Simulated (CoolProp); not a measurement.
The fluid at 293.15 K and 0.00677 MPa expands adiabatically to 0.0023 MPa with isentropic efficiency 1. The same conditions are run with several fluids, on thermodynamics alone (safety and materials aside).

Values from CoolProp's reference Helmholtz-energy equation of state of each fluid (methanol: de Reuck 1993; n-pentane: Thol 2019; R22: Kamei 1995; sulfur dioxide: Gao 2016; R13: Platzer 1990). The equations of Platzer and Polt are older, rougher fits.

```json
[
 {"fluid": "methanol", "work (kJ/kg)": "75.6", "final temperature (K)": "264.5", "final phase": "two-phase, vapour fraction 0.974", "final density (kg/m³)": "…"},
 {"fluid": "n-pentane", "work (kJ/kg)": "…", "final temperature (K)": "…", "final phase": "gas", "final density (kg/m³)": "0.0737"},
 {"fluid": "R22", "work (kJ/kg)": "28.0", "final temperature (K)": "247.6", "final phase": "gas", "final density (kg/m³)": "0.0967"},
 {"fluid": "sulfur dioxide", "work (kJ/kg)": "…", "final temperature (K)": "232.3", "final phase": "gas", "final density (kg/m³)": "…"},
 {"fluid": "R13", "work (kJ/kg)": "…", "final temperature (K)": "…", "final phase": "gas", "final density (kg/m³)": "0.114"}
]
```

Fill in the missing entries.


- methanol, final density (kg/m³): 0.0348
- n-pentane, work (kJ/kg): 35.0
- n-pentane, final temperature (K): 271.1
- sulfur dioxide, work (kJ/kg): 36.6
- sulfur dioxide, final density (kg/m³): 0.0764
- R13, work (kJ/kg): 23.5
- R13, final temperature (K): 254.6
